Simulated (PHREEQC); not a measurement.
Make-up at 65 °C: 2.7 mmol/kgw Cu(NO3)2, 5.7 mmol/kgw H2SO4, 0.2 mmol/kgw H3BO3 and 0.34 mmol/kgw HCl. Closed to the air; pH follows from the charge balance.

Equilibrium calculation in PHREEQC: ion-association model, phreeqc.dat.

The ionic strength comes out as 0.0177 mol/kgw. What activity coefficients do CuCl+, SO4-2, Cl-, HSO4-, Cu+2 get?

CuCl+ 0.87, SO4-2 0.57, Cl- 0.86, HSO4- 0.87, Cu+2 0.59.

No solid was allowed to form. At this temperature some constants are extrapolated from 25 °C, and those without enthalpy data are left unchanged.
